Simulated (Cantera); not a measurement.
Charge: 1 mol SiCl4, 2.1 mol Cl2, 14 mol H2, equilibrated at 100000 Pa.

Method: chemical equilibrium by Gibbs-energy minimisation in Cantera with the NASA 1993 tables (ideal gas, pure condensed phases). Candidate condensed phases: Si; 19 gas species. The tables' values for SiCl3 are old estimates; treat these amounts as uncertain. Kinetics and transport are ignored.

x: gas mole fraction; nothing condenses.

```
T (K)   x H2  x HCl  x SiCl4   x SiCl2   x SiCl3  x SiHCl3  x SiH2Cl2
-----  -----  -----  -------  --------  --------  --------  ---------
573    0.696  0.246   0.0585    <1e-12  3.23e-12   2.34e-6   4.28e-12
673    0.696  0.246   0.0585    <1e-12  8.24e-10   2.09e-5   4.62e-10
773    0.696  0.246   0.0584  6.00e-12   4.91e-8  0.000104    1.42e-8
873    0.696  0.246   0.0581   1.28e-9   1.13e-6  0.000352    1.94e-7
973    0.695  0.247   0.0576         ?   1.33e-5         ?          ?
1073   0.694  0.248   0.0564   2.66e-6   9.69e-5   0.00194    7.76e-6
1173   0.692  0.250   0.0544   4.30e-5  0.000487   0.00351    2.90e-5
1273   0.688  0.254   0.0506  0.000416   0.00179   0.00549    8.24e-5
1373   0.680  0.262        ?         ?   0.00486   0.00715          ?
1473   0.665  0.277   0.0319   0.00911   0.00922   0.00718   0.000254
1573   0.645  0.298   0.0188    0.0204    0.0121   0.00539   0.000255
1673   0.628  0.316  0.00902    0.0320    0.0118   0.00322   0.000198
1773   0.617  0.327  0.00387    0.0405   0.00960   0.00171   0.000136
```

Q: Complete the blanks.

A: 
- 1373, x SiCl4: 0.0435
- 1373, x SiCl2: 0.00251
- 1373, x SiH2Cl2: 0.000174
- 973, x SiCl2: 8.83e-8
- 973, x SiHCl3: 0.000912
- 973, x SiH2Cl2: 1.51e-6
